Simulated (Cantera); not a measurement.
Charge: 1 mol S, 0.27 mol H₂, at 2725 °C and 13.0 bar.

These are equilibrium values from Cantera (NASA tables, ideal gas, pure condensed phases), not measurements of a reactor. Candidate condensed phases: S; 7 gas species. Equilibrium is a limit: real reactors are often held back by kinetics, nucleation or transport.

Base state: S₂ 0.536, H₂ 0.226, SH 0.108, H₂S 0.0577, S 0.0511, H 0.0207 (mole fractions); condensed: gas only.

What changes in the equilibrium state with this change: temperature from 2725 °C to 3027 °C?


| species | before | after |
|---|---|---|
| S₂ | 0.536 | 0.476 |
| H₂ | 0.226 | 0.207 |
| SH | 0.108 | 0.127 |
| S | 0.0511 | 0.108 |
| H | 0.0207 | 0.0461 |
| H₂S | 0.0577 | 0.0358 |
